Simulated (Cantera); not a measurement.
# Diamond growth

A diamond (100) surface in a fixed gas of H2 with x(CH4) = 0.0033, x(CH3) = 5.2e-05, at 1000 K, 1700 Pa; coverages are run to steady state.

Detailed kinetics in Cantera: the Harris–Goodwin 1993 mechanism for the reconstructed diamond (100) surface.

```csv
x(H),growth (µm/h),θ c6HH,θ c6H*,θ c6*H,θ c6**,θ c6HM
0.0001,0.0565,0.604,0.0161,0.330,0.00453,0.0320
0.00026,0.131,0.587,0.0170,0.349,0.00677,0.0295
0.00066,0.238,0.585,0.0176,0.360,0.00829,0.0215
0.0017,0.343,0.589,0.0179,0.367,0.00914,0.0121
0.0043,0.411,0.593,0.0182,0.372,0.00955,0.00577
0.011,0.446,0.595,0.0183,0.374,0.00973,0.00245
0.029,0.461,0.596,0.0184,0.375,0.00982,0.000962
0.074,0.468,0.596,0.0186,0.375,0.00987,0.000382
0.19,0.472,0.596,0.0190,0.375,0.00994,0.000150
```
θ: site fractions in the mechanism's names (c6HH fully hydrogenated, c6H* and c6*H radical sites, c6** diradical, c6HM methylated).
